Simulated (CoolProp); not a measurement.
A Linde-Hampson liquefier for nitrogen: isothermal reversible compression at 290 K from 1 atm to 10 MPa, throttling to 1 atm, return gas leaving the recuperator 10 K below the feed. Each further row changes one setting.

Computed with CoolProp (reference Helmholtz-energy equation of state, Span 2000).

| case | liquid yield per pass | compression work (kJ/kg of gas) |
|---|---|---|
| as stated | 0.025 | 394 |
| high pressure 20 MPa | 0.059 | 455 |
| warm-end temperature 320 K | 0.014 | 437 |
| warm-end gap 15 K | 0.013 | 394 |
